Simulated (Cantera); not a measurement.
Input (Python, Cantera):

```python
import numpy as np
import cantera as ct

gas = ct.Solution("gri30.yaml")
gas.TPX = 1150, 350000, {'CH3OH': 0.008, 'O2': 0.035, 'N2': 1.6}
reactor = ct.IdealGasConstPressureReactor(gas, energy="off", clone=False)
net = ct.ReactorNet([reactor])
net.rtol, net.atol = 1e-08, 1e-18
show = ['CH3OH', 'O2', 'C2H', 'H', 'HCN', 'C2H4', 'HCO']
times = np.geomspace(0.0007, 8, 9)

steps = ct.SolutionArray(gas, extra=["t"])
rows = []
print(f"{'t/s':>10s}{'T/K':>9s}{'P/Pa':>11s}" + "".join(f"{s:>11s}" for s in show))
for t in times:
    while net.time < t:
        t_next = net.step()
        steps.append(gas.state, t=t_next)
    rows.append([np.interp(t, steps.t, y) for y in (steps.T, steps.P, *steps(*show).X.T)])
    print(f"{t:10.3e}{rows[-1][0]:9.1f}{rows[-1][1]:11.4g}" + "".join(f"{x:11.3e}" for x in rows[-1][2:]))
rate = np.gradient(steps.T, steps.t)
print("integrator steps:", len(steps.t))
if steps.T.max() > steps.T[0] + 200:
    print(f"time of steepest temperature rise: {steps.t[rate.argmax()]:.4e} s")
gas.TPX = 1150, 350000, {'CH3OH': 0.008, 'O2': 0.035, 'N2': 1.6}
gas.equilibrate("TP")
print(f"equilibrium (TP): T = {gas.T:.1f} K  " + "  ".join(f"{s} {gas[s].X[0]:.3e}" for s in show))
```

Output:

```
       t/s      T/K       P/Pa      CH3OH         O2        C2H          H        HCN       C2H4        HCO
 7.000e-04   1150.0    3.5e+05  4.869e-03  2.130e-02  5.028e-28  1.312e-10  7.119e-19  3.172e-13  4.004e-14
 2.251e-03   1150.0    3.5e+05  4.868e-03  2.130e-02  2.625e-27  1.929e-10  2.846e-18  1.484e-12  1.951e-13
 7.238e-03   1150.0    3.5e+05  4.863e-03  2.130e-02  5.667e-26  6.688e-10  1.909e-17  4.127e-12  2.444e-12
 2.327e-02   1150.0    3.5e+05  7.778e-04  1.827e-02  8.984e-19  1.038e-06  4.543e-14  1.630e-10  8.056e-08
 7.483e-02   1150.0    3.5e+05  1.157e-15  1.447e-02  2.626e-28  1.198e-07  4.173e-14  6.139e-24  1.704e-12
 2.406e-01   1150.0    3.5e+05  5.612e-20  1.403e-02  8.453e-31  7.845e-09  1.384e-14  2.049e-28  1.651e-14
 7.737e-01   1150.0    3.5e+05 -3.707e-21  1.397e-02  9.684e-32  2.200e-10  7.748e-15  6.286e-28  2.554e-17
 2.488e+00   1150.0    3.5e+05  1.144e-19  1.396e-02  3.293e-33  1.983e-12  3.605e-15 -1.022e-28  9.389e-22
 8.000e+00   1150.0    3.5e+05 -5.890e-27  1.396e-02  3.643e-34  7.003e-13  7.434e-16  1.009e-35  2.719e-24
integrator steps: 2213
equilibrium (TP): T = 1150.0 K  CH3OH 2.706e-37  O2 1.395e-02  C2H 2.994e-61  H 5.536e-13  HCN 3.171e-28  C2H4 1.710e-62  HCO 2.147e-24
```

Model: GRI-Mech 3.0 (53 species, 325 reactions), integrated in Cantera. GRI-Mech 3.0 was tuned for natural gas; its chemistry of methanol as a main component is partial and can be far from experiment.
